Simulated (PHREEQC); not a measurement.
1 kg of water holding 0.51 mol/kgw NaCl, 0.35 mol/kgw MgCl2 and 0.011 mol/kgw KCl is evaporated at 15 °C; the solids stay in contact with the brine. No CO2 enters from the air. Only these solids could form: Bischofite, Brucite, Carnallite, Halite, Sylvite, MgCl2_4H2O.

Base run: PHREEQC, Pitzer model, pitzer.dat. Each further column changes one thing. The table gives water activity.

```
H2O removed (mol)   base  temperature from 15 to 5 °C  temperature from 15 to 75 °C
-----------------  -----  ---------------------------  ----------------------------
0                  0.964                        0.964                         0.965
9.886              0.955                        0.955                         0.957
24.69              0.929                        0.929                         0.932
30.18              0.910                        0.910                         0.914
38.4               0.851                        0.851                         0.859
41.44              0.806                        0.805                         0.817
43.95              0.746                        0.744                         0.764
47.7               0.672                        0.671                         0.674
49.09              0.633                        0.630                         0.644
51.17              0.473                        0.468                         0.520
51.94              0.360                        0.349                         0.414
```

 Away from 25 °C the constants follow the database's enthalpies or fits; those with neither stay at their 25 °C values.
